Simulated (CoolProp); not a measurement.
Vapour-liquid equilibrium of dimethyl ether (1) + R236FA (2) at 234.7 K; x and y are mole fractions of (1).

Values from CoolProp's multi-fluid Helmholtz-energy mixture model, Wu 2011 and Pan 2012; pair parameters Bell 2016.

```tsv
x	bubble pressure, mixture model (MPa)	bubble pressure, Raoult's law (MPa)	y, mixture model	y, Raoult's law
0.05	0.01635	0.01795	0.067	0.150
0.125	0.01695	0.02077	0.178	0.323
0.2	0.01782	0.02359	0.298	0.455
0.275	0.01906	0.02642	0.422	0.559
0.35	0.02075	0.02924	0.544	0.643
0.425	0.02297	0.03206	0.656	0.712
0.5	0.02577	0.03488	0.752	0.770
0.575	0.02916	0.03770	0.830	0.819
0.65	0.03309	0.04052	0.889	0.861
0.725	0.03744	0.04334	0.932	0.898
0.8	0.04205	0.04616	0.962	0.930
0.875	0.04667	0.04898	0.982	0.959
0.95	0.05104	0.05180	0.994	0.984
```

The largest gap from Raoult's law is -29.0 % in bubble pressure, at x = 0.35. No azeotrope shows between x = 0.05 and 0.95.

The pair parameters rest on a limited set of measurements; away from them the model extrapolates.
